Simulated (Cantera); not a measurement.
**NO annealing gas**

An isothermal, constant-pressure homogeneous reactor starts with NO : N2 = 1 : 0.38 (molar parts), at 1850 K and 59.3 Torr.

Model: GRI-Mech 3.0 (53 species, 325 reactions), integrated in Cantera.

```json
[
 {"t (s)": "3.00e-5", "x NO": "0.725", "x N2O": "4.45e-7", "x N2": "0.275", "x O2": "2.64e-10", "x NO2": "3.33e-9", "x O": "4.42e-7"},
 {"t (s)": "8.77e-5", "x NO": "0.725", "x N2O": "1.30e-6", "x N2": "0.275", "x O2": "2.25e-9", "x NO2": "2.81e-8", "x O": "1.28e-6"},
 {"t (s)": "0.000256", "x NO": "0.725", "x N2O": "3.77e-6", "x N2": "0.275", "x O2": "1.89e-8", "x NO2": "2.30e-7", "x O": "3.61e-6"},
 {"t (s)": "0.000750", "x NO": "0.725", "x N2O": "1.09e-5", "x N2": "0.275", "x O2": "1.58e-7", "x NO2": "1.73e-6", "x O": "9.65e-6"},
 {"t (s)": "0.00219", "x NO": "0.725", "x N2O": "3.02e-5", "x N2": "0.275", "x O2": "1.48e-6", "x NO2": "1.07e-5", "x O": "2.34e-5"},
 {"t (s)": "0.00641", "x NO": "0.724", "x N2O": "7.69e-5", "x N2": "0.275", "x O2": "1.79e-5", "x NO2": "4.19e-5", "x O": "4.99e-5"},
 {"t (s)": "0.0187", "x NO": "0.724", "x N2O": "0.000154", "x N2": "0.276", "x O2": "0.000164", "x NO2": "7.32e-5", "x O": "7.46e-5"},
 {"t (s)": "0.0548", "x NO": "0.723", "x N2O": "0.000202", "x N2": "0.276", "x O2": "0.000764", "x NO2": "8.18e-5", "x O": "8.34e-5"},
 {"t (s)": "0.160", "x NO": "0.719", "x N2O": "0.000203", "x N2": "0.278", "x O2": "0.00261", "x NO2": "9.01e-5", "x O": "8.94e-5"},
 {"t (s)": "0.468", "x NO": "0.708", "x N2O": "0.000194", "x N2": "0.283", "x O2": "0.00803", "x NO2": "0.000110", "x O": "0.000104"},
 {"t (s)": "1.37", "x NO": "0.677", "x N2O": "0.000172", "x N2": "0.299", "x O2": "0.0238", "x NO2": "0.000152", "x O": "0.000136"},
 {"t (s)": "4.00", "x NO": "0.590", "x N2O": "0.000124", "x N2": "0.343", "x O2": "0.0670", "x NO2": "0.000211", "x O": "0.000198"},
 {"t (s)": "11.7", "x NO": "0.396", "x N2O": "5.21e-5", "x N2": "0.439", "x O2": "0.164", "x NO2": "0.000220", "x O": "0.000289"},
 {"t (s)": "34.2", "x NO": "0.142", "x N2O": "6.37e-6", "x N2": "0.566", "x O2": "0.291", "x NO2": "0.000106", "x O": "0.000375"},
 {"t (s)": "100", "x NO": "0.0240", "x N2O": "2.46e-7", "x N2": "0.626", "x O2": "0.350", "x NO2": "1.97e-5", "x O": "0.000409"}
]
```
x: mole fraction; the columns are a selection and need not sum to one.

Equilibrium at this temperature and pressure: NO 0.00578, N2O 8.32e-8, N2 0.635, O2 0.359, NO2 4.80e-6, O 0.000414 (gas phase only).
